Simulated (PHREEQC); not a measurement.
HNO3 is added in steps, without added water, to 1 kg of water holding 0.13 mol CuCl2 and 0.00029 mol KCl, at 55 °C. Oxygen alone is held at its pressure in air (log pO2 = -0.68). CO2 from the air is kept out. Only these solids could form: Cu(OH)2, Atacamite, Cu2(OH)3NO3.

Base run: PHREEQC, ion-association model, wateq4f.dat. Each further column changes one thing. The table gives pH.

```csv
HNO3 added (mol),base,Davies equation for every ion,Debye-Hückel limiting law,metal-ligand complexes left out
0,3.42,3.42,3.83,3.28
0.002188,2.77,2.80,2.98,2.78
0.004812,2.43,2.46,2.64,2.44
0.007,2.27,2.30,2.48,2.27
0.009187,2.15,2.18,2.37,2.15
0.01181,2.04,2.07,2.26,2.05
0.014,1.97,2.00,2.18,1.97
```

At this temperature some constants are extrapolated from 25 °C, and those without enthalpy data are left unchanged.
